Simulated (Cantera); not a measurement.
Input: 1 mol SiO2, 0.52 mol CO, 0.66 mol H2, at 0.500 bar.

These are equilibrium values from Cantera (NASA tables, ideal gas, pure condensed phases), not measurements of a reactor. Candidate condensed phases: C, C6H6, C7H8, C8H18, H2O, Si, SiC, SiO2; 123 gas species. The tables hold silica as quartz up to 1696 K and as liquid above; real silica turns to tridymite and cristobalite and melts near 1996 K. Rates play no part.

x: gas mole fraction; n: condensed amount in mol.

| T (°C) | x H2 | x CO | x SiO | x H2O | x H | n SiO2(β-quartz) | n SiO2(condensed) |
|---|---|---|---|---|---|---|---|
| 1300 | 0.559 | 0.441 | 7.01e-5 | 0.000204 | 4.30e-5 | 1.000 | 0 |
| 1350 | 0.559 | 0.440 | 0.000210 | 0.000243 | 7.31e-5 | 1.000 | 0 |
| 1400 | 0.559 | 0.440 | ? | ? | ? | 0.999 | 0 |
| 1450 | 0.558 | 0.440 | 0.000782 | 0.000649 | 0.000193 | 0 | 0.999 |
| 1500 | 0.557 | 0.440 | 0.00131 | 0.00109 | 0.000300 | 0 | 0.998 |
| 1550 | 0.556 | 0.439 | 0.00214 | 0.00178 | 0.000457 | 0 | 0.997 |
| 1600 | 0.554 | 0.438 | ? | ? | ? | 0 | 0.996 |
| 1650 | 0.551 | 0.437 | 0.00518 | 0.00437 | 0.000989 | 0 | 0.994 |
| 1700 | 0.547 | 0.436 | 0.00778 | 0.00661 | 0.00141 | 0 | 0.991 |

Problem. Complete the blanks.

Solution. 
- 1400, x SiO: 0.000437
- 1400, x H2O: 0.000383
- 1400, x H: 0.000120
- 1600, x SiO: 0.00337
- 1600, x H2O: 0.00283
- 1600, x H: 0.000679
